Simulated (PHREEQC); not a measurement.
Make-up at 25 °C: 0.017 mol/kgw NaH2PO4, 0.067 mol/kgw KOH and 5.4e-05 mol/kgw NaCl. Closed to the air; pH follows from the charge balance.

The numbers come from PHREEQC with the ion-association model, wateq4f.dat.

```tsv
quantity	before	after
pH	12.43	12.39
ionic strength (mol/kgw)	0.128	0.134
HPO4-2 (mol/kgw)	0.00303	0.00352
KHPO4- (mol/kgw)	0.000132	0.000151
NaHPO4- (mol/kgw)	3.46e-5	4.36e-5
SI of Halite (NaCl)	-7.86	-7.82
```

Problem. Which change was made?
(A) NaH2PO4 from 0.017 to 0.034 mol/kgw
(B) NaH2PO4 from 0.017 to 0.0187 mol/kgw
(C) NaH2PO4 from 0.017 to 0.0153 mol/kgw
(D) diluted 5-fold with water
(E) diluted 100-fold with water

Solution. B, NaH2PO4 from 0.017 to 0.0187 mol/kgw

This is a speciation only: nothing precipitates in the calculation. H3PO4, which wateq4f.dat lacks, is added to it with the constant of phreeqc.dat.
